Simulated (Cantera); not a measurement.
A closed system holds: 1 mol TEOS, 0.18 mol CO2, 170 mol N2, 2.5 mol O3, held at 18.0 Torr.

These are equilibrium values from Cantera (NASA tables, ideal gas, pure condensed phases), not measurements of a reactor. Candidate condensed phases: C, C6H6, C7H8, C8H18, H2O, Si, SiC, SiO2, Si2N2O, Si3N4; 151 gas species. The feed counts by its element totals alone. The tables hold silica as quartz up to 1696 K and as liquid above; real silica turns to tridymite and cristobalite and melts near 1996 K. The numbers say what is thermodynamically allowed, not how fast it happens.

Task: Which condensed phases are stable at each of these points (T (K)): 873, 973, 1073, 1173, 1273, 1373, 1473, 1573, 1673, 1773?

Result: 
| T (K) | condensed phases | Si condensed (%) |
|---|---|---|
| 873 | SiO2(β-quartz) | 100.0 |
| 973 | SiO2(β-quartz) | 100.0 |
| 1073 | SiO2(β-quartz) | 100.0 |
| 1173 | SiO2(β-quartz) | 100.0 |
| 1273 | SiO2(β-quartz) | 100.0 |
| 1373 | SiO2(β-quartz) | 100.0 |
| 1473 | SiO2(β-quartz) | 100.0 |
| 1573 | SiO2(β-quartz) | 99.9 |
| 1673 | SiO2(β-quartz) | 99.2 |
| 1773 | SiO2(condensed) | 93.8 |

From 873 K to 1673 K the condensed part is SiO2(β-quartz). At 1773 K the condensed part is SiO2(condensed).
